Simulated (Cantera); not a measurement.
## Silicon epitaxy and polysilicon growth: SiHCl3 + H2

Charge: 1 mol SiHCl3, 69 mol H2, equilibrated at 0.133 bar.

Cantera equilibrium calculation (NASA polynomials, part measured and part estimated; ideal gas, pure solids and liquids). Candidate condensed phases: Si; 19 gas species. The tables' values for SiCl3 are old estimates; treat these amounts as uncertain. Kinetics and transport are ignored.

| T (K) | log p H2 | log p HCl | log p SiCl4 | log p SiHCl3 | log p SiCl2 | log p SiCl3 | log p SiH2Cl2 | log p H | n Si(s) |
|---|---|---|---|---|---|---|---|---|---|
| 875 | -0.88 | -3.40 | -3.08 | -3.21 | -5.82 | -5.33 | -4.39 | -10.74 | 0.209 |
| 925 | -0.88 | -3.18 | -3.10 | -3.24 | -5.32 | -5.01 | -4.39 | -10.03 | 0.247 |
| 975 | -0.88 | -2.99 | -3.14 | -3.28 | -4.88 | -4.74 | -4.39 | -9.38 | 0.299 |
| 1025 | -0.88 | -2.82 | -3.20 | -3.33 | -4.50 | -4.51 | -4.41 | -8.80 | 0.365 |
| 1075 | -0.89 | -2.68 | -3.29 | -3.41 | -4.18 | -4.33 | -4.45 | -8.28 | 0.443 |
| 1125 | -0.89 | -2.56 | -3.43 | -3.51 | -3.91 | -4.21 | -4.51 | -7.80 | 0.525 |
| 1175 | -0.89 | -2.47 | -3.62 | -3.67 | -3.69 | -4.15 | -4.60 | -7.36 | 0.600 |
| 1225 | -0.89 | -2.41 | -3.88 | -3.87 | -3.54 | -4.16 | -4.73 | -6.95 | 0.659 |
| 1275 | -0.89 | -2.37 | -4.20 | -4.11 | -3.44 | -4.23 | -4.88 | -6.58 | 0.695 |
| 1325 | -0.89 | -2.36 | -4.56 | -4.39 | -3.38 | -4.34 | -5.06 | -6.23 | 0.713 |
| 1375 | -0.89 | -2.35 | -4.92 | -4.66 | -3.34 | -4.46 | -5.23 | -5.91 | 0.718 |
| 1425 | -0.89 | -2.34 | -5.28 | -4.94 | -3.32 | -4.60 | -5.41 | -5.61 | 0.718 |
| 1475 | -0.89 | -2.34 | -5.63 | -5.20 | -3.30 | -4.73 | -5.57 | -5.33 | 0.715 |
| 1525 | -0.89 | -2.34 | -5.95 | -5.44 | -3.28 | -4.85 | -5.73 | -5.07 | 0.710 |
log p: log10 of the partial pressure in bar; n: condensed amount in mol.

From 875 K to 1525 K the condensed part is Si(s). The main Si-bearing gas is SiCl4 at 875 K and SiCl2 at 1525 K.
